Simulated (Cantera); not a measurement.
A closed system holds: 1 mol FeS, 0.98 mol SO₂, 0.034 mol H₂O, 2.3 mol O₂, equilibrated at 28.0 mbar.

Method: chemical equilibrium by Gibbs-energy minimisation in Cantera with the NASA 1993 tables (ideal gas, pure condensed phases). Candidate condensed phases: Fe, FeO, Fe(OH)₂, Fe(OH)₃, FeS, FeSO₄, FeS₂, Fe₂O₃, Fe₂(SO₄)₃, Fe₃O₄, H₂O, H₂SO₄, S; 22 gas species. Kinetics and transport are ignored.

Task: Which condensed phases are stable at each of these points (T (°C)): 327, 477, 627, 777, 927, 1077, 1227?

Result: 
```json
[
 {"T (°C)": "327", "condensed phases": "FeSO₄(s) + Fe₂(SO₄)₃(s)", "Fe condensed (%)": "100.0"},
 {"T (°C)": "477", "condensed phases": "FeSO₄(s) + Fe₂(SO₄)₃(s)", "Fe condensed (%)": "100.0"},
 {"T (°C)": "627", "condensed phases": "Fe₂O₃(s)", "Fe condensed (%)": "100.0"},
 {"T (°C)": "777", "condensed phases": "Fe₂O₃(s)", "Fe condensed (%)": "100.0"},
 {"T (°C)": "927", "condensed phases": "Fe₂O₃(s)", "Fe condensed (%)": "100.0"},
 {"T (°C)": "1077", "condensed phases": "Fe₂O₃(s)", "Fe condensed (%)": "100.0"},
 {"T (°C)": "1227", "condensed phases": "Fe₂O₃(s)", "Fe condensed (%)": "100.0"}
]
```

From 327 °C to 477 °C the condensed part is FeSO₄(s) + Fe₂(SO₄)₃(s). From 627 °C to 1227 °C the condensed part is Fe₂O₃(s).
